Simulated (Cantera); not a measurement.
A Cantera script and what it prints.

```python
import numpy as np
import cantera as ct

gas_names = """
    B BCL BCL2 BCL3 BO BOCL BO2 B2 B2O B2O2 B2O3 B3O3CL3 CL CLO CL2 O O2 O3
""".split()
cond_names = """
    B(b) B(L) B2O3(L)
""".split()


# ... load() reads the species with a 1 bar reference pressure and builds the phases ...
atoms = {
    'B2O3': {'B': 2, 'O': 3},
    'Cl2': {'CL': 2},
    'O2': {'O': 2},
}
top_T = {}  # K; cautious upper limits of use, not melting points


# ... equilibrate(T, P, feed) seeds the gas with the atoms and calls Mixture.equilibrate('TP', solver="vcs", rtol=1e-11, max_steps=5000) ...
results = []
feed = {'B2O3': 1, 'Cl2': 18, 'O2': 3.1}  # mol
T = 1148.15  # K
P = 56  # Pa
mix = equilibrate(T, P, feed)
results.append((T, P, feed, dict(zip(mix.species_names, mix.species_moles))))
print(gas.report(threshold=1e-05))
for i in range(1, mix.n_phases):
    print(f"{mix.phase(i).name:16s} {mix.phase_moles(i):12.5e} mol")
```

Output:

```
       temperature   1148.2 K
          pressure   56 Pa
           density   0.00036346 kg/m^3
  mean mol. weight   61.958 kg/kmol
   phase of matter   gas

                          1 kg             1 kmol
                     ---------------   ---------------
          enthalpy        6.6941e+05        4.1475e+07  J
   internal energy        5.1533e+05        3.1929e+07  J
           entropy            5314.5        3.2927e+05  J/K
    Gibbs function       -5.4324e+06       -3.3658e+08  J
 heat capacity c_p            574.96             35623  J/K
 heat capacity c_v            440.76             27309  J/K

                      mass frac. Y      mole frac. X     chem. pot. / RT
                     ---------------   ---------------   ---------------
              BOCL        2.7361e-05        2.7229e-05             -83.4
                CL          0.056642          0.098997           -18.604
               CLO        3.1752e-05        3.8237e-05           -36.811
               CL2           0.87117            0.7613           -37.209
                O2          0.072114           0.13963           -36.413
     [  +13 minor]        1.2609e-05        7.7322e-06

B(b)              0.00000e+00 mol
B2O3(L)           9.99563e-01 mol
```

Equilibrium computed with Cantera from the NASA thermochemical tables; the gas is ideal and each condensed phase is pure. The tables' values for BOCl are old estimates; treat these amounts as uncertain.
